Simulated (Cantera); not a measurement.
An isothermal, constant-pressure homogeneous reactor starts with CH₄ : H₂O : N₂ = 1 : 1.5 : 0.047 (molar parts), at 1275 K and 0.947 atm.

Cantera simulation using GRI-Mech 3.0 (53 species, 325 reactions); the numbers are that mechanism's predictions, not measurements.

One state of this run: x CH₄ = 0.384; x H₂O = 0.586; x CO = 2.01e-5; x CH₂CO = 7.16e-7; x O₂ = <1e-12; x HCO = <1e-12. x: mole fraction; the columns are a selection and need not sum to one.

Which value of t (s) does it belong to?
A) 0.910
B) 0.132
C) 0.346
D) 2.39

D, 2.39
